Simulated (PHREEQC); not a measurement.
Ca(OH)2 is added in steps, without added water, to 1 kg of water holding 0.038 mol KOH and 0.0001 mol K2SO4, at 20 °C. Oxygen alone is held at its pressure in air (log pO2 = -0.68). No CO2 enters from the air. The run lets Gypsum, Portlandite precipitate or redissolve, and no other solid.

Base run: PHREEQC, ion-association model, wateq4f.dat. Each further column changes one thing. The table gives Ca+2 (mol/kgw).

```csv
Ca(OH)2 added (mol),base,Debye-Hückel limiting law,Davies equation for every ion,database pitzer.dat
0,0,0,0,0
0.0076,0.00488,0.00538,0.00490,0.00760
0.0133,0.00761,0.00928,0.00767,0.0101
0.0209,0.00761,0.0114,0.00767,0.0101
0.0285,0.00761,0.0114,0.00767,0.0101
0.0342,0.00761,0.0114,0.00767,0.0101
0.0418,0.00761,0.0114,0.00767,0.0101
0.0475,0.00761,0.0114,0.00767,0.0101
0.0551,0.00761,0.0114,0.00767,0.0101
0.0627,0.00761,0.0114,0.00767,0.0101
0.0684,0.00761,0.0114,0.00767,0.0101
0.076,0.00761,0.0114,0.00767,0.0101
```

 pitzer.dat has no redox and few complexes: it carries them in its interaction parameters. Solids allowed in the column 'database pitzer.dat': Arcanite, Gypsum, Anhydrite, Misenite, Portlandite, Syngenite.
